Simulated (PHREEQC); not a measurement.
Dissolve 2.8 mmol/kgw HF, 10.4 mmol/kgw (NH4)2SiF6 and 0.7 mmol/kgw H3AsO4 at 25 °C. Closed to the air; pH follows from the charge balance.

Computed with PHREEQC (ion-association model, wateq4f.dat).

| Item | Value |
|---|---|
| pH | 2.85 |
| ionic strength | 0.0326 mol/kgw |
| total alkalinity | -45.1 meq/kg |

| species | molality | activity | log γ |
|---|---|---|---|
| NH4+ | 0.0208 | 0.0176 | -0.073 |
| SiF6-2 | 0.0102 | 0.00529 | -0.284 |
| HF | 0.00262 | 0.00264 | 0.003 |
| H+ | 0.00161 | 0.00141 | -0.060 |
| F- | 0.00149 | 0.00125 | -0.076 |
| H2AsO4- | 0.000567 | 0.000479 | -0.073 |

No solid was allowed to form. The solution is supersaturated, for example in Quartz (slow to form), so a real one may precipitate; this is no full list. Complexes and solids missing from the database can't appear. SiF6-2 is the database's only silicon fluoride.
